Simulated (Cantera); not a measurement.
## Hydrocarbon pyrolysis for carbon deposition

An isothermal, constant-pressure homogeneous reactor starts with CH4 : N2 = 1 : 10 (molar parts), at 1225 K and 750 Torr.

Computed with Cantera and GRI-Mech 3.0 (53 species, 325 reactions). GRI-Mech 3.0 stops at C3 and has no aromatics, soot or wall deposition, so with more carbon than oxygen in the feed, carbon stays in small species such as C2H2 where larger ones or solid carbon would form.

```tsv
t (s)	x CH4	x C2H	x HCN	x C2H6	x C2H2	x CH2	x H
1.00e-6	0.0909	<1e-12	<1e-12	<1e-12	<1e-12	<1e-12	1.79e-11
4.35e-6	0.0909	<1e-12	<1e-12	<1e-12	<1e-12	<1e-12	3.41e-11
1.89e-5	0.0909	<1e-12	<1e-12	<1e-12	<1e-12	<1e-12	3.58e-11
8.23e-5	0.0909	<1e-12	<1e-12	<1e-12	<1e-12	<1e-12	3.58e-11
0.000358	0.0909	<1e-12	<1e-12	1.86e-12	<1e-12	<1e-12	3.58e-11
0.00156	0.0909	<1e-12	<1e-12	1.52e-10	<1e-12	<1e-12	3.59e-11
0.00678	0.0909	<1e-12	<1e-12	1.15e-8	<1e-12	<1e-12	3.64e-11
0.0295	0.0909	<1e-12	<1e-12	3.83e-7	7.95e-12	<1e-12	3.86e-11
0.128	0.0909	<1e-12	<1e-12	2.76e-6	4.47e-10	<1e-12	4.11e-11
0.558	0.0909	<1e-12	<1e-12	1.27e-5	2.05e-8	<1e-12	5.39e-11
2.43	0.0908	<1e-12	<1e-12	4.39e-5	1.64e-6	<1e-12	1.47e-10
10.6	0.0903	<1e-12	<1e-12	6.62e-5	8.79e-5	<1e-12	7.66e-10
46.0	0.0880	<1e-12	<1e-12	5.30e-5	0.00102	<1e-12	3.58e-9
200	0.0798	<1e-12	<1e-12	2.97e-5	0.00441	<1e-12	1.21e-8
```
x: mole fraction; the columns are a selection and need not sum to one.

Equilibrium at this temperature and pressure: CH4 0.0416, C2H 1.74e-12, HCN 0.0267, C2H6 2.39e-5, C2H2 0.00612, CH2 <1e-12, H 7.99e-8 (gas phase only).
